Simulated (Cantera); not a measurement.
An isothermal, constant-pressure homogeneous reactor starts with NO : N2 = 1 : 15 (molar parts), at 1775 K and 0.132 atm.

Cantera simulation using GRI-Mech 3.0 (53 species, 325 reactions); the numbers are that mechanism's predictions, not measurements.

x: mole fraction; the columns are a selection and need not sum to one.

```csv
t (s),x NO,x O,x N2O,x O2,x N2
2.00e-5,0.0625,1.92e-9,1.92e-9,<1e-12,0.938
8.13e-5,0.0625,7.78e-9,7.79e-9,1.19e-12,0.938
0.000330,0.0625,3.13e-8,3.14e-8,1.94e-11,0.938
0.00134,0.0625,1.24e-7,1.24e-7,3.14e-10,0.938
0.00546,0.0625,[?],[?],[?],0.938
0.0222,0.0625,2.13e-6,1.17e-6,1.31e-7,0.938
0.0902,0.0625,6.67e-6,1.56e-6,4.33e-6,0.938
0.366,0.0624,7.61e-6,1.56e-6,[?],0.938
1.49,0.0621,8.23e-6,1.55e-6,0.000177,0.938
6.05,0.0610,1.04e-5,1.49e-6,0.000754,0.938
24.6,0.0561,1.66e-5,1.25e-6,0.00318,0.941
100,0.0383,2.97e-5,5.90e-7,0.0121,0.950
```

Problem. Some entries are withheld; supply them.

Solution. 
- 0.00546, x O: 4.82e-7
- 0.00546, x N2O: 4.46e-7
- 0.00546, x O2: 5.29e-9
- 0.366, x O2: 3.76e-5
